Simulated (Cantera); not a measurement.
Feed: 1 mol Si, 0.016 mol H2O, 98 mol N2, equilibrated at 1798.15 K and 0.000220 bar.

Method: chemical equilibrium by Gibbs-energy minimisation in Cantera with the NASA 1993 tables (ideal gas, pure condensed phases). Candidate condensed phases: H2O, Si, SiO2, Si2N2O, Si3N4; 35 gas species. The tables' values for SiN are old estimates; treat these amounts as uncertain. The numbers say what is thermodynamically allowed, not how fast it happens.

Base state: N2 0.990, Si 0.00964, H 0.000192, SiO 0.000162, Si2N 7.00e-5, H2 6.51e-5, SiN 6.33e-5, Si2 3.97e-5 (mole fractions); condensed: gas only.

Problem. What changes in the equilibrium state with this change: pressure from 0.000220 bar to 3.30 bar?

Solution. 
| species | before | after |
|---|---|---|
| N2 | 0.990 | 1.000 |
| H2 | 6.51e-5 | 0.000163 |
| SiO | 0.000162 | 1.33e-5 |
| Si | 0.00964 | 1.77e-8 |
| H | 0.000192 | 2.48e-6 |
| Si2N | 7.00e-5 | <1e-9 |
| Si2 | 3.97e-5 | <1e-9 |
| Si2N2O(s), mol | 0 | 0.0147 |
| Si3N4(s), mol | 0 | 0.323 |
Mutual solubility and eutectic melting of coexisting phases are not modelled.
